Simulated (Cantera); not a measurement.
A Cantera script and its output.

```python
import numpy as np
import cantera as ct

surf = ct.Interface("ptcombust.yaml", "Pt_surf")
gas = surf.adjacent["gas"]
gas.TPX = 1323, 210000, {'CH4': 0.0027, 'O2': 0.012, 'N2': 0.79, 'H2O': 0.038}
surf.TP = 1323, 210000
reactor = ct.FlowReactor(gas, clone=False)
reactor.area = 0.0001  # m2
reactor.surface_area_to_volume_ratio = 440  # 1/m
reactor.mass_flow_rate = 0.5 * reactor.area * gas.density  # inlet velocity 0.5 m/s
reactor.energy_enabled = False
wall = ct.ReactorSurface(surf, reactor, clone=False)
net = ct.ReactorNet([reactor])
net.rtol, net.atol = 1e-8, 1e-16
show, cover = ['CH4', 'O2', 'H2O', 'CO2', 'CO'], ['PT(S)', 'H(S)', 'O(S)', 'OH(S)', 'CO(S)', 'C(S)']

rows = []
print(f"{'z/m':>9s}{'u/(m/s)':>9s}" + "".join(f"{s:>13s}" for s in show + cover))
for z in [0.00089, 0.0019, 0.0041, 0.0089, 0.019, 0.041, 0.089]:
    net.advance(z)
    rows.append([reactor.speed, *gas[show].X, *surf[cover].coverages])
    print(f"{z:9.4g}{rows[-1][0]:9.3g}" + "".join(f"{x:13.4e}" for x in rows[-1][1:]))
```

It prints:

```
      z/m  u/(m/s)          CH4           O2          H2O          CO2           CO        PT(S)         H(S)         O(S)        OH(S)        CO(S)         C(S)
  0.00089      0.5   9.8899e-04   1.0280e-02   4.9142e-02   1.9178e-03   3.8901e-06   6.6218e-01   2.8164e-05   3.3491e-01   2.8594e-03   4.0367e-06   8.0714e-08
   0.0019      0.5   2.3582e-04   8.7968e-03   5.0671e-02   2.6367e-03   1.5520e-06   6.6958e-01   2.9385e-05   3.2749e-01   2.8853e-03   1.2478e-06   2.0191e-08
   0.0041      0.5   9.9673e-06   8.1855e-03   5.1287e-02   2.9495e-03   2.8704e-07   6.7315e-01   2.9957e-05   3.2391e-01   2.8939e-03   1.4271e-07   8.7346e-10
   0.0089      0.5   5.0190e-08   8.0581e-03   5.1397e-02   3.0237e-03   5.5074e-08   6.7410e-01   3.0097e-05   3.2295e-01   2.8948e-03   2.2372e-08   4.4260e-12
    0.019      0.5   2.3165e-08   8.0026e-03   5.1426e-02   3.0629e-03   2.3757e-08   6.7456e-01   3.0158e-05   3.2249e-01   2.8945e-03   9.6775e-09   2.0490e-12
    0.041      0.5   1.2141e-08   7.9427e-03   5.1449e-02   3.1082e-03   1.2233e-08   6.7508e-01   3.0223e-05   3.2198e-01   2.8940e-03   4.9965e-09   1.0774e-12
    0.089      0.5   3.0189e-09   7.8931e-03   5.1469e-02   3.1460e-03   3.0641e-09   6.7550e-01   3.0277e-05   3.2155e-01   2.8935e-03   1.2542e-09   2.6865e-13
```

Detailed kinetics in Cantera: Deutschmann's 1995 Pt surface mechanism with GRI-Mech 3.0 gas chemistry. Catalytic surfaces can have several steady states; this one follows from the mechanism file's or the stated starting coverage. Mass transfer to the wall is taken as infinitely fast.
